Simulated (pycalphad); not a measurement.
Computed with pycalphad from the COST 507 light-alloy database (1999), at 1 atm. These are 1990s assessments: newer ones move some temperatures and phases. Amounts are mole fractions of atoms.

Q: Give the equilibrium state of Al-0.4594Si-4.098C (wt.%) at 575 K.

A: 
```
T = 575.00 K, P = 101325 Pa, N = 1 mol of atoms
G = -23367 J/mol, H = 357 J/mol, S = 41.26 J/(mol K)  (SER reference)
chemical potentials (J/mol): Al -18841, Si -39848, C -69498
phase             fraction      x(Al)      x(Si)       x(C)
FCC_A1              0.7970     1.0000   2.15e-06      1e-14
AL4C3               0.1358     0.5714   1.16e-06     0.4286
AL8SIC7             0.0672     0.5000     0.0625     0.4375
```

Q: Give the equilibrium state of Al-0.4594Si-4.098C (wt.%) at 1550 K.

A: 
```
T = 1550.00 K, P = 101325 Pa, N = 1 mol of atoms
G = -85868 J/mol, H = 38371 J/mol, S = 80.15 J/(mol K)  (SER reference)
chemical potentials (J/mol): Al -87345, Si -135883, C -68162
phase             fraction      x(Al)      x(Si)       x(C)
LIQUID              0.7960     0.9945     0.0052   0.000231
AL4C3               0.2040     0.5712   0.000215     0.4286
```

Database names, with the compositions (at.%) that they take in these runs: AL4C3: Al 57 C 43; AL8SIC7: Al 50 C 44 Si 6. FCC_A1 is fcc.
